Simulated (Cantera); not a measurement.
# Stirred combustor or abatement burner

A perfectly stirred reactor is fed with 6.23 % CH₄, 0.218 % C₂H₆, 9.47 % O₂, 84.1 % N₂, at 0.918 atm; it is adiabatic with a 525 K inlet, and is followed from long to short residence time, starting on the burning branch (τ in s: 0.061, 0.026, 0.011, 0.0047, 0.002, 0.00085, 0.00036, 0.00015, 6.5e-05, 2.8e-05, 1.2e-05).

Computed with Cantera and GRI-Mech 3.0 (53 species, 325 reactions).

```json
[
 {"τ (s)": "0.061", "T (K)": "1420", "x CH₄": "0.00505", "x C₂H₆": "0.000142", "x O₂": "0.00610", "x CH₂": "2.03e-7", "x CH₂CO": "8.63e-5"},
 {"τ (s)": "0.026", "T (K)": "525", "x CH₄": "0.0623", "x C₂H₆": "0.00218", "x O₂": "0.0947", "x CH₂": "<1e-12", "x CH₂CO": "<1e-12"},
 {"τ (s)": "0.011", "T (K)": "525", "x CH₄": "0.0623", "x C₂H₆": "0.00218", "x O₂": "0.0947", "x CH₂": "<1e-12", "x CH₂CO": "<1e-12"},
 {"τ (s)": "0.0047", "T (K)": "525", "x CH₄": "0.0623", "x C₂H₆": "0.00218", "x O₂": "0.0947", "x CH₂": "<1e-12", "x CH₂CO": "<1e-12"},
 {"τ (s)": "0.0020", "T (K)": "525", "x CH₄": "0.0623", "x C₂H₆": "0.00218", "x O₂": "0.0947", "x CH₂": "<1e-12", "x CH₂CO": "<1e-12"},
 {"τ (s)": "0.00085", "T (K)": "525", "x CH₄": "0.0623", "x C₂H₆": "0.00218", "x O₂": "0.0947", "x CH₂": "<1e-12", "x CH₂CO": "<1e-12"},
 {"τ (s)": "0.00036", "T (K)": "525", "x CH₄": "0.0623", "x C₂H₆": "0.00218", "x O₂": "0.0947", "x CH₂": "<1e-12", "x CH₂CO": "<1e-12"},
 {"τ (s)": "0.00015", "T (K)": "525", "x CH₄": "0.0623", "x C₂H₆": "0.00218", "x O₂": "0.0947", "x CH₂": "<1e-12", "x CH₂CO": "<1e-12"},
 {"τ (s)": "6.5e-5", "T (K)": "525", "x CH₄": "0.0623", "x C₂H₆": "0.00218", "x O₂": "0.0947", "x CH₂": "<1e-12", "x CH₂CO": "<1e-12"},
 {"τ (s)": "2.8e-5", "T (K)": "525", "x CH₄": "0.0623", "x C₂H₆": "0.00218", "x O₂": "0.0947", "x CH₂": "<1e-12", "x CH₂CO": "<1e-12"},
 {"τ (s)": "1.2e-5", "T (K)": "525", "x CH₄": "0.0623", "x C₂H₆": "0.00218", "x O₂": "0.0947", "x CH₂": "<1e-12", "x CH₂CO": "<1e-12"}
]
```
x: mole fraction; the columns are a selection and need not sum to one.
